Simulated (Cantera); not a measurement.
An adiabatic, constant-volume homogeneous reactor starts with 5.60 % CH4, 9.35 % O2, 85.1 % N2, equivalence ratio 1.2, at 1250 K and 2.60 bar.

Cantera simulation using GRI-Mech 3.0 (53 species, 325 reactions); the numbers are that mechanism's predictions, not measurements.

### Question
Predict: time of steepest temperature rise; temperature at 1.00 s; equilibrium temperature; x(O2) at 1.00 s; x(OH) at 1.00 s; x(HO2) at 1.00 s; x(H) at 1.00 s.

### Answer
| Item | Result |
|---|---|
| time of steepest temperature rise | 25.7 ms |
| temperature at 1.00 s | 2400 K |
| equilibrium temperature | 2400 K |
| x(O2) at 1.00 s | 0.000142 (gas-phase equilibrium 0.000142) |
| x(OH) at 1.00 s | 0.00110 (gas-phase equilibrium 0.00110) |
| x(HO2) at 1.00 s | 6.73e-8 (gas-phase equilibrium 6.73e-8) |
| x(H) at 1.00 s | 0.000808 (gas-phase equilibrium 0.000808) |
